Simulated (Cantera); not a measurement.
**Silicon etching in halogen gases: Si + HF + HCl**

Feed: 1 mol Si, 20 mol HF, 16 mol HCl, at 1300 K and 1.00 bar.

Cantera equilibrium calculation (NASA polynomials, part measured and part estimated; ideal gas, pure solids and liquids). Candidate condensed phases: Si; 37 gas species. Kinetics and transport are ignored.

| Quantity | Value |
|---|---|
| x(HCl) | 0.457 |
| x(HF) | 0.457 |
| x(H2) | 0.0571 |
| x(SiF4) | 0.0286 |
| x(H2F2) | 3.74e-6 |
| x(Cl) | 1.78e-6 |
| gas amount | 35.00 mol |
| log10 activity of Si(s) (absent) | -15.14 |
